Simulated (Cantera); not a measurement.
Cantera run:

```python
import numpy as np
import cantera as ct

gas_names = """
    B BCL BCL2 BCL3 BN B2 CL CL2 N N2
""".split()
cond_names = """
    B(b) B(L) BN(s)
""".split()


# ... load() reads the species with a 1 bar reference pressure and builds the phases ...
atoms = {
    'BN': {'B': 1, 'N': 1},
    'Cl2': {'CL': 2},
    'N2': {'N': 2},
}
top_T = {'BN(s)': 3200}  # K; cautious upper limits of use, not melting points


# ... equilibrate(T, P, feed) seeds the gas with the atoms and calls Mixture.equilibrate('TP', solver="vcs", rtol=1e-11, max_steps=5000) ...
results = []
T = 725  # K
P = 1333.22  # Pa
for m in [1.2, 1.9, 2.9, 4.5, 7, 11, 17, 26, 39]:
    feed = {'BN': 1, 'Cl2': m, 'N2': 5.4}  # mol
    mix = equilibrate(T, P, feed)
    results.append((T, P, feed, dict(zip(mix.species_names, mix.species_moles))))

top = {s: max(r[3][s] / sum(r[3][g] for g in gas_names) for r in results) for s in gas_names}
cols = sorted((s for s in top if top[s] > 0.0001), key=lambda s: -top[s])[:5]
seen = [c for c in cond_names if any(r[3].get(c, 0) > 1e-12 for r in results)]
print("log10 of partial pressures in bar; condensed amounts in mol")
print(f"{'n(Cl2)':>10s}" + "".join(f"{s[:9]:>10s}" for s in cols + seen))
for T, P, feed, n in results:
    ng = sum(n[g] for g in gas_names)
    print(f"{feed['Cl2']:10.4g}" + "".join(f"{np.log10(max(n[s] / ng * P / 1e5, 1e-99)):10.3f}" for s in cols)
          + "".join(f"{n.get(c, 0):10.4g}" for c in seen))
```

It prints:

```
log10 of partial pressures in bar; condensed amounts in mol
    n(Cl2)        N2       CL2      BCL3     BN(s)
       1.2    -1.931   -11.118    -2.792       0.2
       1.9    -1.968    -3.136    -2.738         0
       2.9    -2.023    -2.648    -2.794         0
       4.5    -2.100    -2.394    -2.871         0
         7    -2.198    -2.228    -2.969         0
        11    -2.319    -2.112    -3.090         0
        17    -2.454    -2.035    -3.225         0
        26    -2.601    -1.983    -3.372         0
        39    -2.752    -1.948    -3.522         0
```

Equilibrium computed with Cantera from the NASA thermochemical tables; the gas is ideal and each condensed phase is pure.
